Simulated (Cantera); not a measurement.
A closed system holds: 1 mol B2O3, 21 mol NH3, 19 mol H2, held at 1330 Pa.

Equilibrium computed with Cantera from the NASA thermochemical tables; the gas is ideal and each condensed phase is pure. Candidate condensed phases: B, BN, B2O3, B3O3H3, H2O; 39 gas species. Mutual solubility and eutectic melting of coexisting phases are not modelled. Kinetics and transport are ignored. All values below are at 1273 K.

Base state: H2 0.827, N2 0.172, H2O 0.000939, HBO2 0.000586, HBO 5.34e-5 (mole fractions); condensed: BN(s) + B2O3(l).

Task: What changes in the equilibrium state with this change: pressure from 1330 Pa to 200 Pa?

Result: 
```json
[
 {"species": "H2", "before": "0.827", "after": "0.826"},
 {"species": "N2", "before": "0.172", "after": "0.172"},
 {"species": "HBO2", "before": "0.000586", "after": "0.00110"},
 {"species": "H2O", "before": "0.000939", "after": "0.000499"},
 {"species": "B2O3", "before": "6.51e-6", "after": "4.34e-5"},
 {"species": "HBO", "before": "5.34e-5", "after": "0.000189"},
 {"species": "BN(s), mol", "before": "0.0490", "after": "0.0389"},
 {"species": "B2O3(l), mol", "before": "0.956", "after": "0.938"}
]
```
